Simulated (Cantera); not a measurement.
## Equilibrium for carbon deposition, reforming and gasification: n-butane + H₂O + H₂

Charge: 1 mol n-butane, 0.48 mol H₂O, 0.46 mol H₂, at 1998 K and 100 Torr.

Method: chemical equilibrium by Gibbs-energy minimisation in Cantera with the NASA 1993 tables (ideal gas, pure condensed phases). Candidate condensed phases: C, C₆H₆, C₇H₈, C₈H₁₈, H₂O; 110 gas species. The numbers say what is thermodynamically allowed, not how fast it happens.

```
Quantity                 Value
-------------------  ---------
x(H₂)                    0.920
x(CO)                   0.0746
x(H)                   0.00421
x(C₂H₂ (acetylene))   0.000698
x(CH₄)                 4.82e-5
x(CH₃)                 4.37e-6
x(H₂O)                 1.08e-6
n(C(graphite))        3.51 mol
gas amount           6.433 mol
```
